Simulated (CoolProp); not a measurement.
A single-stage vapour-compression cycle with methanol: evaporating at 293.15 K (dew point), condensing at 332.15 K (bubble point), superheat 2 K, subcooling 5 K, compressor efficiency 0.85, no pressure losses. Each further row changes one setting.

Computed with CoolProp (reference Helmholtz-energy equation of state, de Reuck 1993).

```
case                              cooling COP  pressure ratio  discharge temperature (K)  refrigerating effect (kJ/kg)  volumetric capacity (kJ/m³)
--------------------------------  -----------  --------------  -------------------------  ----------------------------  ---------------------------
as stated                                5.78            6.24                      414.6                          1090                          190
evaporating temperature 298.15 K         6.86            4.79                      400.4                          1100                          245
condensing temperature 327.15 K          6.72            5.07                      399.4                          1110                          192
subcooling 10 K                          5.85            6.24                      414.6                          1110                          192
superheat 12 K                           5.62            6.24                      432.9                          1120                          185
compressor efficiency 0.75               5.10            6.24                      429.3                          1090                          190
```
